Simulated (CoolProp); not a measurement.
R13 at 437.54 K and 5.76 MPa is throttled through a valve to 2.61 MPa with no heat exchange. Each further row changes one setting.

Computed with CoolProp (reference Helmholtz-energy equation of state, Platzer 1990). This equation is an older, rougher fit; its heat capacities, sound speeds and derivatives of the liquid may be far off and weren't checked against measurements.

| case | temperature change (K) | final density (kg/m³) |
|---|---|---|
| as stated | … | … |
| outlet pressure 0.783 MPa | … | … |
| outlet pressure 3.39 MPa | … | … |

Problem. Some entries are withheld; supply them.

Solution. 
- as stated, temperature change (K): -13.7
- as stated, final density (kg/m³): 83.0
- outlet pressure 0.783 MPa, temperature change (K): -22.3
- outlet pressure 0.783 MPa, final density (kg/m³): 24.2
- outlet pressure 3.39 MPa, temperature change (K): -10.2
- outlet pressure 3.39 MPa, final density (kg/m³): 109
